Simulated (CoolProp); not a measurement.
Vapour-liquid equilibrium of R114 (1) + n-heptane (2) at 370.4 K; x and y are mole fractions of (1).

The numbers come from the multi-fluid Helmholtz-energy mixture model, Platzer 1990 and Span 2003; pair parameters Bell 2016 in CoolProp. This equation is an older, rougher fit; its heat capacities, sound speeds and derivatives of the liquid may be far off and weren't checked against measurements.

```
x     bubble pressure (bar)  y at the bubble point  dew pressure at overall composition x (bar)  liquid density (mol/L)
----  ---------------------  ---------------------  -------------------------------------------  ----------------------
0.05                  1.757                  0.451                                        1.031                   6.193
0.15                  3.259                  0.717                                          [?]                   6.297
0.25                  4.653                  0.812                                          [?]                   6.399
0.35                  5.924                  0.861                                        1.494                   6.498
0.45                  7.083                  0.893                                        1.754                   6.593
0.55                  8.161                  0.915                                        2.122                   6.682
0.65                  9.202                    [?]                                        2.682                   6.762
0.75                  10.26                  0.951                                        3.637                   6.831
0.85                  11.40                  0.969                                        5.575                   6.886
0.95                  12.70                  0.989                                        10.20                   6.920
```

Question: What belongs in the gaps?

Answer: 
- 0.15, dew pressure at overall composition x (bar): 1.151
- 0.25, dew pressure at overall composition x (bar): 1.300
- 0.65, y at the bubble point: 0.934

No azeotrope shows between x = 0.05 and 0.95.

Pair parameters are fitted to limited data, so mixtures are less certain than the pure fluids. The gap from Raoult's law changes sign with composition, which may be real or a fault of the pair parameters; it wasn't checked against measurements.
